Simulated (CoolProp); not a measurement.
A single-stage vapour-compression cycle with n-hexane: evaporating at 303.15 K (dew point), condensing at 353.15 K (bubble point), superheat 0 K, subcooling 5 K, compressor efficiency 0.6, no pressure losses. Each further row changes one setting.

Computed with CoolProp (reference Helmholtz-energy equation of state, Thol 2019).

```json
[
 {"case": "as stated", "cooling COP": "?", "pressure ratio": "5.71", "discharge temperature (K)": "353.4", "refrigerating effect (kJ/kg)": "255", "volumetric capacity (kJ/m³)": "221"},
 {"case": "evaporating temperature 308.15 K", "cooling COP": "3.49", "pressure ratio": "4.66", "discharge temperature (K)": "353.2", "refrigerating effect (kJ/kg)": "263", "volumetric capacity (kJ/m³)": "277"},
 {"case": "condensing temperature 348.15 K", "cooling COP": "3.45", "pressure ratio": "?", "discharge temperature (K)": "?", "refrigerating effect (kJ/kg)": "267", "volumetric capacity (kJ/m³)": "232"},
 {"case": "subcooling 10 K", "cooling COP": "?", "pressure ratio": "5.71", "discharge temperature (K)": "353.4", "refrigerating effect (kJ/kg)": "267", "volumetric capacity (kJ/m³)": "232"},
 {"case": "superheat 10 K", "cooling COP": "3.06", "pressure ratio": "5.71", "discharge temperature (K)": "?", "refrigerating effect (kJ/kg)": "272", "volumetric capacity (kJ/m³)": "228"},
 {"case": "compressor efficiency 0.5", "cooling COP": "2.51", "pressure ratio": "5.71", "discharge temperature (K)": "361.9", "refrigerating effect (kJ/kg)": "255", "volumetric capacity (kJ/m³)": "221"}
]
```

Q: Complete the blanks.

A: 
- as stated, cooling COP: 3.01
- condensing temperature 348.15 K, pressure ratio: 4.93
- condensing temperature 348.15 K, discharge temperature (K): 349.2
- subcooling 10 K, cooling COP: 3.16
- superheat 10 K, discharge temperature (K): 364.1

The compression ends wet for: evaporating temperature 308.15 K.
